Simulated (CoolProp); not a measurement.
Values from CoolProp's reference Helmholtz-energy equation of state, Wagner 2002.

Task: For water, give the phase and the cp (kJ/(kg K)), cv (kJ/(kg K)), isothermal compressibility (1/MPa), conductivity (mW/(m K)) at 92.95 °C and 33 MPa; 117.75 °C and 33 MPa; 217.05 °C and 33 MPa.

Result: 
- 92.95 °C and 33 MPa: liquid; cp 4.14, cv 3.75, isothermal compressibility 0.000433, conductivity 692
- 117.75 °C and 33 MPa: liquid; cp 4.17, cv 3.64, isothermal compressibility 0.000469, conductivity 701
- 217.05 °C and 33 MPa: liquid; cp 4.41, cv 3.24, isothermal compressibility 0.000813, conductivity 674

Thermal conductivity comes from a separate model (Huber 2012).
